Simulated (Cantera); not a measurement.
Charge: 1 mol SiH2Cl2, 0.66 mol HCl, 55 mol N2, equilibrated at 0.0100 bar.

These are equilibrium values from Cantera (NASA tables, ideal gas, pure condensed phases), not measurements of a reactor. Candidate condensed phases: NH4Cl, Si, Si3N4; 28 gas species. N2 is the only nitrogen source here; it is nearly inert below about 1500 K, so the nitride shown seldom forms there in practice. The numbers say what is thermodynamically allowed, not how fast it happens.

### Question
What share of the Si ends up in condensed phases as a function of T (K), at 1000, 1050, 1100, 1150, 1200, 1250, 1300, 1350, 1400, 1450, 1500, 1550, 1600, 1650?

### Answer
| T (K) | Si condensed (%) | as |
|---|---|---|
| 1000 | 83.3 | Si3N4(s) |
| 1050 | 84.0 | Si3N4(s) |
| 1100 | 84.5 | Si3N4(s) |
| 1150 | 84.8 | Si3N4(s) |
| 1200 | 84.8 | Si3N4(s) |
| 1250 | 84.0 | Si3N4(s) |
| 1300 | 81.7 | Si3N4(s) |
| 1350 | 77.2 | Si3N4(s) |
| 1400 | 69.9 | Si3N4(s) |
| 1450 | 60.5 | Si3N4(s) |
| 1500 | 49.9 | Si3N4(s) |
| 1550 | 39.1 | Si3N4(s) |
| 1600 | 28.7 | Si3N4(s) |
| 1650 | 19.1 | Si3N4(s) |
